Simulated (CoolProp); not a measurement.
Properties of n-decane along the isobar 25.5 bar (Tc = 617.7 K, pc = 21.01 bar, ω = 0.488).

Model: reference Helmholtz-energy equation of state, Lemmon 2006, in CoolProp. It is a short technical equation, of lower accuracy than the large ones.

```json
[
 {"T (K)": "526.6", "phase": "liquid", "cv (kJ/(kg K))": "2.666", "expansivity (1/kK)": "2.149", "viscosity (µPa s)": "124", "Prandtl number": "4.68"},
 {"T (K)": "532.9", "phase": "liquid", "cv (kJ/(kg K))": "2.688", "expansivity (1/kK)": "2.253", "viscosity (µPa s)": "119", "Prandtl number": "4.57"},
 {"T (K)": "539.1", "phase": "liquid", "cv (kJ/(kg K))": "2.710", "expansivity (1/kK)": "2.370", "viscosity (µPa s)": "114", "Prandtl number": "[?]"},
 {"T (K)": "545.3", "phase": "liquid", "cv (kJ/(kg K))": "2.732", "expansivity (1/kK)": "2.502", "viscosity (µPa s)": "109", "Prandtl number": "4.37"},
 {"T (K)": "551.5", "phase": "liquid", "cv (kJ/(kg K))": "2.754", "expansivity (1/kK)": "2.654", "viscosity (µPa s)": "104", "Prandtl number": "4.26"},
 {"T (K)": "557.8", "phase": "liquid", "cv (kJ/(kg K))": "2.776", "expansivity (1/kK)": "2.833", "viscosity (µPa s)": "99.2", "Prandtl number": "4.15"},
 {"T (K)": "564", "phase": "liquid", "cv (kJ/(kg K))": "2.798", "expansivity (1/kK)": "3.040", "viscosity (µPa s)": "94.6", "Prandtl number": "4.05"},
 {"T (K)": "570.2", "phase": "liquid", "cv (kJ/(kg K))": "2.819", "expansivity (1/kK)": "[?]", "viscosity (µPa s)": "90.1", "Prandtl number": "3.94"},
 {"T (K)": "576.4", "phase": "liquid", "cv (kJ/(kg K))": "2.841", "expansivity (1/kK)": "3.586", "viscosity (µPa s)": "85.5", "Prandtl number": "3.83"},
 {"T (K)": "582.7", "phase": "liquid", "cv (kJ/(kg K))": "2.864", "expansivity (1/kK)": "3.962", "viscosity (µPa s)": "[?]", "Prandtl number": "3.71"},
 {"T (K)": "588.9", "phase": "liquid", "cv (kJ/(kg K))": "2.887", "expansivity (1/kK)": "4.431", "viscosity (µPa s)": "76.4", "Prandtl number": "3.60"},
 {"T (K)": "595.1", "phase": "liquid", "cv (kJ/(kg K))": "2.910", "expansivity (1/kK)": "5.045", "viscosity (µPa s)": "71.8", "Prandtl number": "3.48"},
 {"T (K)": "601.3", "phase": "liquid", "cv (kJ/(kg K))": "2.934", "expansivity (1/kK)": "5.886", "viscosity (µPa s)": "67.0", "Prandtl number": "3.36"},
 {"T (K)": "607.6", "phase": "liquid", "cv (kJ/(kg K))": "2.960", "expansivity (1/kK)": "7.137", "viscosity (µPa s)": "62.0", "Prandtl number": "3.24"},
 {"T (K)": "613.8", "phase": "liquid", "cv (kJ/(kg K))": "2.987", "expansivity (1/kK)": "9.130", "viscosity (µPa s)": "56.7", "Prandtl number": "[?]"},
 {"T (K)": "620", "phase": "supercritical", "cv (kJ/(kg K))": "3.019", "expansivity (1/kK)": "12.96", "viscosity (µPa s)": "50.7", "Prandtl number": "3.04"}
]
```

Question: What belongs in the gaps?

Answer: 
- 539.1, Prandtl number: 4.47
- 570.2, expansivity (1/kK): 3.287
- 582.7, viscosity (µPa s): 80.9
- 613.8, Prandtl number: 3.12

Viscosity comes from a separate model (Huber 2004). Thermal conductivity comes from a separate model (Huber 2005).
